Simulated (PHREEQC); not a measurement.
NaOH is added in steps, without added water, to 1 kg of water holding 4.8 mmol/kgw NH3 and 4 mmol/kgw CO2, at 60 °C. O2 is buffered at 0.21 atm. CO2 is held at log p = -3.4 (atm). Only these solids could form: Nahcolite, Natron.

Base run: PHREEQC, ion-association model, wateq4f.dat. Each further column changes one thing. The table gives HCO3- (mol/kgw).

```
NaOH added (mol)     base  0.00075 mol/kgw CsOH added  diluted 5-fold with water  NH3 from 0.0048 to 0.0072 mol/kgw  no solid may form
----------------  -------  --------------------------  -------------------------  ---------------------------------  -----------------
0                 0.00145                     0.00187                          ?                            0.00183            0.00145
0.0022            0.00273                     0.00319                          ?                            0.00303            0.00273
0.00495           0.00431                     0.00474                          ?                            0.00452            0.00431
0.00715           0.00543                     0.00581                    0.00516                            0.00558            0.00543
0.0099            0.00662                     0.00696                          ?                            0.00674            0.00662
0.0121            0.00745                     0.00776                          ?                            0.00755            0.00745
0.01485           0.00835                     0.00864                    0.00822                            0.00844            0.00835
0.01705           0.00900                     0.00926                    0.00888                            0.00907            0.00900
0.0198            0.00972                     0.00996                    0.00961                            0.00978            0.00972
0.022              0.0102                      0.0105                          ?                             0.0103             0.0102
```

Q: What belongs in the gaps?

A: 
- 0, diluted 5-fold with water: 0.000520
- 0.0022, diluted 5-fold with water: 0.00213
- 0.00495, diluted 5-fold with water: 0.00395
- 0.0099, diluted 5-fold with water: 0.00642
- 0.0121, diluted 5-fold with water: 0.00728
- 0.022, diluted 5-fold with water: 0.0101

Constants without temperature data keep their 25 °C values here.
